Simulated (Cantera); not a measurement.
SiC + Si + N₂ + C (sublimation and decomposition of ceramics)

Charge: 1 mol SiC, 0.0028 mol Si, 5.1 mol N₂, 0.88 mol C, at 2375 °C and 0.0100 bar.

Cantera equilibrium calculation (NASA polynomials, part measured and part estimated; ideal gas, pure solids and liquids). Candidate condensed phases: C, Si, SiC, Si₃N₄; 20 gas species. The tables' values for SiN are old estimates; treat these amounts as uncertain. Rates play no part.

```yaml
x(N₂): 0.837
x(Si): 0.110
x(SiC₂): 0.0425
x(Si₂C): 0.00550
x(CN): 0.00301
x(SiN): 0.000820
x(C₃): 0.000435
x(Si₂): 0.000293
x(C₂N₂): 0.000150
n(C(graphite)): 1.30 mol
gas_amount: 6.077 mol
log10 activity of Si(l) (absent): -1.09
```
